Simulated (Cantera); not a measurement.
Gas mixture: N₂O : H₂O = 0.76 : 0.42 (molar parts), at 0.987 atm, frozen composition.

Cantera's kinetic-theory transport with the Lennard-Jones parameters of GRI-Mech 3.0, ideal gas; thermal conductivity in the mixture-averaged form. Polar gases are described roughly by these parameters. The composition is frozen, though it would react at the higher temperatures.

D: mixture-averaged diffusion coefficient of that species in the mixture.

```tsv
T (K)	ρ (kg/m³)	cp (J/kg/K)	μ (µPa s)	λ (mW/m/K)	Pr	D (cm²/s) C₂H₂	D (cm²/s) OH	D (cm²/s) H
400	1.05	1142	18.2	29.1	0.713	0.239	0.476	1.86
500	0.836	1211	22.3	37.9	0.711	0.362	0.708	2.80
600	0.697	1270	[?]	[?]	0.707	[?]	[?]	[?]
700	0.597	1322	29.7	55.9	0.704	0.667	1.27	5.10
800	0.523	1368	33.2	64.8	0.700	0.845	1.60	6.44
900	0.465	1410	36.5	73.7	0.697	1.04	1.95	7.89
1000	0.418	1446	39.6	82.6	0.694	1.25	2.33	9.46
1100	0.380	1477	42.6	91.3	0.690	1.47	2.74	11.1
1200	0.348	1505	45.5	[?]	0.686	[?]	[?]	[?]
```

Task: Some entries are withheld; supply them.

Result: 
- 600, μ (µPa s): 26.1
- 600, λ (mW/m/K): 46.9
- 600, D (cm²/s) C₂H₂: 0.506
- 600, D (cm²/s) OH: 0.973
- 600, D (cm²/s) H: 3.88
- 1200, λ (mW/m/K): 99.9
- 1200, D (cm²/s) C₂H₂: 1.71
- 1200, D (cm²/s) OH: 3.17
- 1200, D (cm²/s) H: 12.9
